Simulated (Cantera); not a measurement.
A Cantera script and what it prints.

```python
import numpy as np
import cantera as ct

gas_names = [...]  # 115 gases of nasa_gas.yaml made of C, Ca, H, O
cond_names = """
    C(gr) C6H6(L) C7H8(L) C8H18(L),n-octa Ca(a) Ca(b) Ca(L) CaCO3(caL) CaO(s) CaO(L) CaO2H2(s) H2O(s)
    H2O(L)
""".split()


# ... load() reads the species with a 1 bar reference pressure and builds the phases ...
atoms = {
    'CaCO3': {'Ca': 1, 'C': 1, 'O': 3},
    'O2': {'O': 2},
    'H2O': {'H': 2, 'O': 1},
}
top_T = {'C(gr)': 4500}  # K; cautious upper limits of use, not melting points


# ... equilibrate(T, P, feed) seeds the gas with the atoms and calls Mixture.equilibrate('TP', solver="vcs", rtol=1e-11, max_steps=5000) ...
results = []
feed = {'CaCO3': 1, 'O2': 0.47, 'H2O': 0.24}  # mol
P = 1000  # Pa
for T in [625, 775, 925, 1075, 1225, 1375, 1525, 1675, 1825]:
    mix = equilibrate(T, P, feed)
    results.append((T, P, feed, dict(zip(mix.species_names, mix.species_moles))))

top = {s: max(r[3][s] / sum(r[3][g] for g in gas_names) for r in results) for s in gas_names}
cols = sorted((s for s in top if top[s] > 0.001), key=lambda s: -top[s])[:5]
seen = [c for c in cond_names if any(r[3].get(c, 0) > 1e-12 for r in results)]
print("log10 of partial pressures in bar; condensed amounts in mol")
print(f"{'T/K':>10s}" + "".join(f"{s[:9]:>10s}" for s in cols + seen))
for T, P, feed, n in results:
    ng = sum(n[g] for g in gas_names)
    print(f"{T:10.4g}" + "".join(f"{np.log10(max(n[s] / ng * P / 1e5, 1e-99)):10.3f}" for s in cols)
          + "".join(f"{n.get(c, 0):10.4g}" for c in seen))
```

It prints:

```
log10 of partial pressures in bar; condensed amounts in mol
       T/K        O2       CO2       H2O        OH        CO CaCO3(caL    CaO(s)
       625    -2.179    -6.690    -2.471   -13.131   -24.694         1  1.45e-05
       775    -2.185    -3.872    -2.477   -10.516   -17.287    0.9903  0.009659
       925    -2.561    -2.233    -2.853    -9.025   -12.366         0         1
      1075    -2.561    -2.233    -2.853    -7.744   -10.139         0         1
      1225    -2.561    -2.233    -2.853    -6.777    -8.461         0         1
      1375    -2.561    -2.233    -2.853    -6.019    -7.152         0         1
      1525    -2.561    -2.233    -2.853    -5.411    -6.103         0         1
      1675    -2.561    -2.234    -2.855    -4.913    -5.244         0         1
      1825    -2.562    -2.236    -2.860    -4.497    -4.531         0         1
```

Method: chemical equilibrium by Gibbs-energy minimisation in Cantera with the NASA 1993 tables (ideal gas, pure condensed phases).
